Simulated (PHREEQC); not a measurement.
A solution holds 37 mmol/kgw NaH2PO4, 0.091 mmol/kgw Na2HPO4 and 18 mmol/kgw KCl, at 70 °C. Closed to the air; pH follows from the charge balance.

The numbers come from PHREEQC with the ion-association model, phreeqc.dat.

Problem. The ionic strength comes out as 0.0554 mol/kgw. What activity coefficients do H+, NaHPO4-, HPO4-2, Na+, KHPO4- get?

Solution. H+ 0.84, NaHPO4- 0.81, HPO4-2 0.42, Na+ 0.80, KHPO4- 0.81.

This is a speciation only: nothing precipitates in the calculation. Constants without temperature data keep their 25 °C values here.
